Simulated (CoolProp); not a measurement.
Fluorine at 295 K and 0.113 MPa is throttled through a valve to 0.0186 MPa with no heat exchange. Each further row changes one setting.

Computed with CoolProp (reference Helmholtz-energy equation of state, de Reuck 1990).

```tsv
case	final density (kg/m³)
as stated	…
outlet pressure 0.00558 MPa	…
outlet pressure 0.0242 MPa	…
```

### Question
Fill in the missing entries.

### Answer

- as stated, final density (kg/m³): 0.288
- outlet pressure 0.00558 MPa, final density (kg/m³): 0.0865
- outlet pressure 0.0242 MPa, final density (kg/m³): 0.375
